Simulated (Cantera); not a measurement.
What does this Cantera script print?

```python
import numpy as np
import cantera as ct

gas = ct.Solution("gri30.yaml")
gas.TPX = 675, 880000, {'CH4': 1, 'C2H6': 0.19, 'C3H8': 1.3, 'O2': 5.09, 'N2': 19.1, 'H2O': 0.066}
inlet = ct.Reservoir(gas, clone=True)
gas.equilibrate("HP")  # start burning
reactor = ct.IdealGasConstPressureReactor(gas, energy="on", clone=False)
exhaust = ct.Reservoir(gas, clone=True)
tau = [0.099, 0.051, 0.026, 0.014, 0.0071, 0.0037, 0.0019, 0.00098, 0.00051, 0.00026, 0.00014, 7.1e-05][0]
for a, b in ((inlet, reactor), (reactor, exhaust)):
    ct.MassFlowController(a, b, mdot=lambda t: reactor.mass / tau)
net = ct.ReactorNet([reactor])
show = ['CH4', 'C2H6', 'C3H8', 'H2O2', 'H2O']

rows = []
print(f"{'tau/s':>10s}{'T/K':>9s}" + "".join(f"{s:>11s}" for s in show))
for tau in [0.099, 0.051, 0.026, 0.014, 0.0071, 0.0037, 0.0019, 0.00098, 0.00051, 0.00026, 0.00014, 7.1e-05]:
    net.initial_time = 0.0
    net.advance(30 * tau)
    before = gas.X
    net.advance(40 * tau)
    drift = np.max(np.abs(gas.X - before) / (gas.X + 1e-9))
    rows.append([gas.T, *gas[show].X, drift])
    print(f"{tau:10.3e}{gas.T:9.1f}" + "".join(f"{x:11.3e}" for x in gas[show].X))
```

It prints:

```
     tau/s      T/K        CH4       C2H6       C3H8       H2O2        H2O
 9.900e-02   2033.4  1.407e-03  2.751e-07  1.718e-07  2.147e-09  1.272e-01
 5.100e-02   2037.7  2.051e-03  6.091e-07  3.232e-07  3.980e-09  1.292e-01
 2.600e-02   2043.0  2.833e-03  1.268e-06  6.101e-07  7.489e-09  1.319e-01
 1.400e-02   2048.0  3.638e-03  2.352e-06  1.089e-06  1.340e-08  1.350e-01
 7.100e-03   2052.9  4.581e-03  4.428e-06  2.054e-06  2.532e-08  1.387e-01
 3.700e-03   2055.9  5.515e-03  7.892e-06  3.786e-06  4.656e-08  1.422e-01
 1.900e-03   2055.5  6.477e-03  1.406e-05  7.128e-06  8.678e-08  1.455e-01
 9.800e-04   2049.7  7.442e-03  2.502e-05  1.356e-05  1.617e-07  1.481e-01
 5.100e-04   2035.6  8.460e-03  4.531e-05  2.625e-05  3.019e-07  1.496e-01
 2.600e-04   2006.8  9.767e-03  8.909e-05  5.494e-05  5.894e-07  1.497e-01
 1.400e-04   1955.0  1.170e-02  1.897e-04  1.229e-04  1.149e-06  1.472e-01
 7.100e-05   1764.6  1.878e-02  8.945e-04  7.010e-04  3.591e-06  1.285e-01
```

Cantera simulation using GRI-Mech 3.0 (53 species, 325 reactions); the numbers are that mechanism's predictions, not measurements. GRI-Mech 3.0 was tuned for natural gas; its chemistry of propane as a main component is partial and can be far from experiment.
